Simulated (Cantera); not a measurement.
Charge: 1 mol Si, 1.5 mol O₂, 11 mol H₂, 0.043 mol H₂O, equilibrated at 0.0140 bar.

Method: chemical equilibrium by Gibbs-energy minimisation in Cantera with the NASA 1993 tables (ideal gas, pure condensed phases). Candidate condensed phases: H₂O, Si, SiO₂; 18 gas species. The tables hold silica as quartz up to 1696 K and as liquid above; real silica turns to tridymite and cristobalite and melts near 1996 K. Kinetics and transport are ignored.

**Question.** At 1400 °C, list the 4 most abundant gas species with their mole fractions, and the condensed phases.

**Answer.** H₂ 0.904, H₂O 0.0945, H 0.000915, SiO 0.000102. Condensed: SiO₂(β-quartz).
